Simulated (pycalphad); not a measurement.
Computed with pycalphad from the COST 507 light-alloy database (1999), at 1 atm. These are 1990s assessments: newer ones move some temperatures and phases. Kinetics are ignored, which matters at the lower temperatures.

Molar enthalpy of Ti-0.1411C (wt.%) in equilibrium (SER reference):

```csv
T (K),H (kJ/mol),phases
2850,111.20,LIQUID
2650,101.96,LIQUID
2450,92.72,LIQUID
2250,83.49,LIQUID
2050,74.25,LIQUID
1950,69.64,LIQUID
1850,51.42,BCC_A2
1750,47.86,BCC_A2
1650,44.44,BCC_A2
1450,37.95,BCC_A2
1250,31.80,BCC_A2 + FCC_A1
1050,21.18,HCP_A3
850,14.65,HCP_A3 + FCC_A1
650,8.45,HCP_A3 + FCC_A1
```

Cooling from 1950 K to 1850 K, across the freezing range, releases 18.2 kJ/mol, or 382 J/g. The slope is 46 J/(mol K) in the liquid and 36 J/(mol K) just below the solidus, where it includes any heat of precipitation. Liquidus 1939 K, solidus 1939 K. Changes were sought between steps of 100 K, so a narrower field can be missed.

FCC_A1 is fcc; BCC_A2 is bcc; HCP_A3 is hcp. The fcc model also describes the rock-salt carbide or nitride (TiC, TiN, HfC).
